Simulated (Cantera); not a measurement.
# Equilibrium for iron carbonyl, mercury and lead vapours: HgO + H₂

Input: 1 mol HgO, a varied amount of H₂, equilibrated at 250 °C and 11.0 mbar.

These are equilibrium values from Cantera (NASA tables, ideal gas, pure condensed phases), not measurements of a reactor. Candidate condensed phases: H₂O, Hg, HgO; 10 gas species. Kinetics and transport are ignored.

```json
[
 {"n(H₂) (mol)": "4.6", "x H₂": "0.643", "x H₂O": "0.179", "x Hg": "0.179"},
 {"n(H₂) (mol)": "6.2", "x H₂": "0.722", "x H₂O": "0.139", "x Hg": "0.139"},
 {"n(H₂) (mol)": "8.3", "x H₂": "0.785", "x H₂O": "0.108", "x Hg": "0.108"},
 {"n(H₂) (mol)": "11", "x H₂": "0.833", "x H₂O": "0.0833", "x Hg": "0.0833"},
 {"n(H₂) (mol)": "15", "x H₂": "0.875", "x H₂O": "0.0625", "x Hg": "0.0625"},
 {"n(H₂) (mol)": "20", "x H₂": "0.905", "x H₂O": "0.0476", "x Hg": "0.0476"},
 {"n(H₂) (mol)": "26", "x H₂": "0.926", "x H₂O": "0.0370", "x Hg": "0.0370"},
 {"n(H₂) (mol)": "35", "x H₂": "0.944", "x H₂O": "0.0278", "x Hg": "0.0278"},
 {"n(H₂) (mol)": "47", "x H₂": "0.958", "x H₂O": "0.0208", "x Hg": "0.0208"}
]
```
x: gas mole fraction; nothing condenses.

From 4.6 mol H₂ to 47 mol H₂ nothing is condensed. The main Hg-bearing gas is Hg throughout.
